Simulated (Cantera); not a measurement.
Feed: 1 mol C2H2, 0.029 mol H2O, 70 mol H2, at 101000 Pa.

These are equilibrium values from Cantera (NASA tables, ideal gas, pure condensed phases), not measurements of a reactor. Candidate condensed phases: C, C6H6, C7H8, C8H18, H2O; 110 gas species. The numbers say what is thermodynamically allowed, not how fast it happens. All values below are at 2473 K.

Base state: H2 0.968, H 0.0218, C2H2 (acetylene) 0.00934, CO 0.000404, CH4 0.000149, CH3 6.07e-5, C4H2 3.71e-5, C2H 1.42e-5 (mole fractions); condensed: C(graphite).

Task: What changes in the equilibrium state with this change: pressure from 101000 Pa to 1000 Pa?

Result: 
```json
[
 {"species": "H2", "before": "0.968", "after": "0.793"},
 {"species": "H", "before": "0.0218", "after": "0.199"},
 {"species": "C2H2 (acetylene)", "before": "0.00934", "after": "0.00765"},
 {"species": "CH4", "before": "0.000149", "after": "9.86e-7"},
 {"species": "C3", "before": "3.21e-7", "after": "3.25e-5"},
 {"species": "C", "before": "1.13e-7", "after": "1.14e-5"},
 {"species": "CH3", "before": "6.07e-5", "after": "4.47e-6"},
 {"species": "C2H", "before": "1.42e-5", "after": "0.000130"},
 {"species": "C(graphite), mol", "before": "0.599", "after": "0.723"}
]
```

Task: What changes in the equilibrium state with this change: H2O from 0.029 to 0.85 mol?

Result: 
```tsv
species	before	after
H2	0.968	0.959
H	0.0218	0.0217
CO	0.000404	0.0116
C2H2 (acetylene)	0.00934	0.00765
C4H2	3.71e-5	2.52e-5
C2H	1.42e-5	1.17e-5
CH4	0.000149	0.000133
C(graphite), mol	0.599	0
```
